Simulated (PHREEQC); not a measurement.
# Buffer (model solution)

Make-up at 25 °C: 0.0058 mol/kgw NaH2PO4 and 0.00046 mol/kgw Na2HPO4. Closed to the air; pH follows from the charge balance.

Equilibrium calculation in PHREEQC: ion-association model, phreeqc.dat.

The pH is 5.99. The ionic strength is 0.00717 mol/kgw. The specific conductance is 531 µS/cm and the total alkalinity is 0.460 meq/kg.

```tsv
species	molality	activity	log γ
Na+	0.00672	0.00615	-0.038
H2PO4-	0.00580	0.00532	-0.038
HPO4-2	0.000458	0.000323	-0.152
NaHPO4-	4.22e-6	3.87e-6	-0.038
H+	1.11e-6	1.02e-6	-0.035
H3PO4	7.99e-7	8.01e-7	0.001
OH-	1.08e-8	9.89e-9	-0.039
```

This is a speciation only: nothing precipitates in the calculation.
